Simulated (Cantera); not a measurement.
A Cantera script and what it prints.

```python
import numpy as np
import cantera as ct

gas_names = """
    SF4 S2
""".split()
cond_names = """
    Mg(cr) Mg(L) MgF2(s) MgF2(L)
""".split()


# ... load() reads the species with a 1 bar reference pressure and builds the phases ...
species = {s.name: s for s in load("nasa_gas.yaml", gas_names) + load("nasa_condensed.yaml", cond_names)}
# Each term lists the table entries of one substance; the one whose range holds T is used.
reactions = {
    '4 Mg + 2 SF4(g) = S2(g) + 4 MgF2':
        [(-4, ['Mg(cr)', 'Mg(L)']), (-2, ['SF4']), (1, ['S2']), (4, ['MgF2(s)', 'MgF2(L)'])],
}


def pick(names, T):
    return next(species[n] for n in names if species[n].thermo.min_temp <= T <= species[n].thermo.max_temp)


results = []
for label, terms in reactions.items():
    print(label)
    print("     T/K   dH/kJ  dS/(J/K)   dG/kJ   log10 K")
    for T in [948, 1048, 1148, 1248, 1348, 1448, 1548, 1648]:
        used = [(nu, pick(names, T)) for nu, names in terms]
        dH = sum(nu * s.thermo.h(T) for nu, s in used) / 1e6
        dS = sum(nu * s.thermo.s(T) for nu, s in used) / 1e3
        dG = dH - T * dS / 1e3
        logK = -dG * 1e6 / (ct.gas_constant * T * np.log(10))
        results.append((label, T, dH, dS, dG, logK, [s.name for _, s in used]))
        print(f"{T:8g} {dH:8.1f} {dS:8.1f} {dG:8.1f} {logK:8.2f}")
```

Output:

```
4 Mg + 2 SF4(g) = S2(g) + 4 MgF2
     T/K   dH/kJ  dS/(J/K)   dG/kJ   log10 K
     948  -2858.7   -277.4  -2595.7   143.02
    1048  -2857.3   -276.0  -2568.1   127.99
    1148  -2855.6   -274.5  -2540.5   115.59
    1248  -2853.8   -272.9  -2513.2   105.19
    1348  -2851.8   -271.4  -2485.9    96.33
    1448  -2849.6   -269.8  -2458.9    88.70
    1548  -2611.9   -115.0  -2433.8    82.12
    1648  -2605.0   -110.7  -2422.5    76.78
```

Standard-state values (1 bar) from the NASA 1993 polynomials, evaluated with Cantera. Condensed species are held in their standard states even where they would react or evaporate.
